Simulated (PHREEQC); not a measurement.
0.71 g of hydrous ferric oxide (600 m²/g; 0.2 weak and 0.005 strong sites per Fe, Dzombak-Morel constants, diffuse double layer) in 1 kg of water with 0.3 mol/kgw of an inert sodium salt and 0.003 mol NaF and 0.0011 mol NaH2PO4, at 25 °C; the pH is set by adding NaOH or the inert anion's acid. Oxygen is held at 0.21 atm. The system is closed to CO2. Nothing may precipitate in this run.

Base run: PHREEQC, ion-association model, wateq4f.dat. Each further column changes one thing. The table gives P sorbed (%).

```csv
pH,base,no electrostatic term (-no_edl),background salt from 0.3 to 0.03 mol/kgw,oxide from 0.71 to 3.5 g/kgw
4,98.4,91.9,99.1,100.0
4.5,98.1,92.1,98.8,100.0
5.5,96.4,93.5,97.2,100.0
6,94.3,?,94.9,100.0
7,84.7,97.3,84.4,100.0
7.5,76.1,97.2,?,99.8
8.5,48.6,95.6,48.0,96.4
9,33.3,93.3,31.2,86.4
10,9.4,75.7,6.8,36.0
10.5,2.9,56.1,?,13.0
11.5,0.1,11.0,0.1,0.6
12,0.0,2.1,0.0,0.1
```

Question: Fill in the missing entries.

Answer: 
- 6, no electrostatic term (-no_edl): 95.1
- 7.5, background salt from 0.3 to 0.03 mol/kgw: 75.5
- 10.5, background salt from 0.3 to 0.03 mol/kgw: 1.8

H3PO4, which wateq4f.dat lacks, is added to it with the constant of phreeqc.dat.
